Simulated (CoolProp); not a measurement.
The fluid at 298.15 K and 0.0241 MPa is throttled through a valve to 0.00181 MPa with no heat exchange. The same conditions are run with several fluids, on thermodynamics alone (safety and materials aside).

Computed with CoolProp (reference Helmholtz-energy equation of state of each fluid (R124: de Vries 1995; cyclopropane: Polt 1992; chloromethane (R40): Thol 2014; ammonia: Gao 2020; R227EA: Lemmon 2016)). The equations of Platzer and Polt are older, rougher fits.

| fluid | temperature change (K) | final density (kg/m³) |
|---|---|---|
| R124 | -0.5 | 0.0999 |
| cyclopropane | -0.5 | 0.0308 |
| chloromethane (R40) | -0.8 | 0.0370 |
| ammonia | -0.6 | 0.0125 |
| R227EA | -0.4 | 0.124 |
